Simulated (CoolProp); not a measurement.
Saturation properties of decamethyltetrasiloxane (MD2M).

Model: reference Helmholtz-energy equation of state, Thol 2017, in CoolProp.

```csv
T (°C),p (bar),liquid density (kg/m³),vapour density (kg/m³),liquid cp (kJ/(kg K))
148.95,0.2871,720.9,2.615,2.014
159.85,0.4009,708.5,3.590,2.038
170.75,0.5480,695.9,4.836,2.062
181.65,0.7346,682.9,6.405,2.086
192.55,0.9676,669.4,8.358,2.110
203.45,1.254,655.4,10.76,2.135
214.35,1.602,640.9,13.71,2.160
225.25,2.020,625.7,17.29,2.186
236.15,2.517,609.7,21.64,2.214
247.05,3.102,592.7,26.92,2.244
257.95,3.786,574.7,33.35,2.278
268.85,4.581,555.3,41.24,2.318
279.85,5.510,533.8,51.21,2.369
290.75,6.573,509.8,63.91,2.443
301.65,7.800,481.4,81.17,2.572
```

It boils at 194.4 °C under 1 atm.
